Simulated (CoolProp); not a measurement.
The fluid at 410.57 K and 1.18 MPa is throttled through a valve to 0.601 MPa with no heat exchange. The same conditions are run with several fluids, on thermodynamics alone (safety and materials aside).

Model: reference Helmholtz-energy equation of state of each fluid (R11: Jacobsen 1992; vinyl chloride: Thol 2022; R22: Kamei 1995; neopentane: Lemmon 2006; dimethyl ether: Wu 2011), in CoolProp.

Problem. Rank R11, vinyl chloride, R22, neopentane, dimethyl ether by temperature change (K), highest first.

Solution. dimethyl ether (-5.1), R22 (-5.2), neopentane (-6.3), vinyl chloride (-6.8), R11 (-10.5)

```csv
fluid,final density (kg/m³)
R11,27.1
vinyl chloride,11.7
R22,15.9
neopentane,14.1
dimethyl ether,8.55
```
